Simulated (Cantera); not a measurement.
Input: 1 mol Ti(OiPr)4, 2.5 mol H2, at 1250 K and 29.0 mbar.

Equilibrium computed with Cantera from the NASA thermochemical tables; the gas is ideal and each condensed phase is pure. Candidate condensed phases: C, C6H6, C7H8, C8H18, H2O, Ti, TiC, TiO, TiO2, Ti2O3, Ti3O5, Ti4O7; 113 gas species. The feed counts by its element totals alone. Mutual solubility and eutectic melting of coexisting phases are not modelled. TiC: taken at fixed stoichiometry. Rates play no part.

Base state: H2 0.860, CO 0.139, CH4 0.000236, H2O 5.24e-5 (mole fractions); condensed: C(graphite) + TiC(s) + Ti3O5(s).

Problem. What changes in the equilibrium state with this change: Ti(OiPr)4 replaced by TiCl4?

Solution. 
```
species             before     after
----------------  --------  --------
H2                   0.860     0.586
HCl                      0     0.149
TiCl3                    0     0.149
CO                   0.139         0
TiCl4                    0     0.115
CH4               0.000236         0
TiCl2                    0  0.000108
H2O                5.24e-5         0
C(graphite), mol      9.12         0
TiC(s), mol          0.205         0
Ti3O5(s), mol        0.265         0
```
The tables' values for TiCl2 are old estimates; treat these amounts as uncertain. Further candidate phases: TiCl2, TiCl3, TiCl4.
